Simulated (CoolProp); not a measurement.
Saturation properties of acetone (Tc = 508.1 K, pc = 4.692 MPa, ω = 0.307).

Model: reference Helmholtz-energy equation of state, Lemmon 2006, in CoolProp. It is a short technical equation, of lower accuracy than the large ones.

| T (K) | p (MPa) | liquid density (kg/m³) | vapour density (kg/m³) | enthalpy of vaporisation (kJ/kg) | surface tension (mN/m) |
|---|---|---|---|---|---|
| 350.8 | 0.2011 | 722.7 | 4.346 | 476.7 | 16.2 |
| 355.9 | 0.2333 | 716.3 | 5.009 | 470.5 | 15.6 |
| 361 | 0.2693 | 709.8 | 5.748 | 464.3 | 15.0 |
| 366.2 | ___ | 703.0 | 6.590 | 457.7 | 14.4 |
| 371.3 | 0.3549 | 696.3 | 7.509 | 451.1 | 13.8 |
| 376.4 | 0.4044 | 689.5 | 8.528 | 444.4 | 13.2 |
| 381.6 | 0.4601 | 682.3 | 9.680 | 437.3 | 12.6 |
| 386.7 | 0.5203 | 675.2 | 10.93 | 430.2 | 12.0 |
| 391.9 | 0.5877 | ___ | 12.34 | 422.8 | 11.4 |
| 397 | 0.6600 | 660.4 | 13.86 | 415.3 | 10.9 |
| 402.1 | 0.7389 | 652.8 | 15.54 | 407.5 | 10.3 |
| 407.3 | 0.8265 | 644.8 | ___ | 399.3 | 9.69 |
| 412.4 | 0.9198 | 636.8 | 19.47 | 391.1 | 9.13 |
| 417.5 | 1.021 | 628.6 | 21.71 | 382.5 | 8.57 |

Question: Complete the blanks.

Answer: 
- 366.2, p (MPa): 0.3102
- 391.9, liquid density (kg/m³): 667.8
- 407.3, vapour density (kg/m³): 17.43

It boils at 329.2 K under 1 atm.

Surface tension comes from a separate correlation (Mulero 2012).
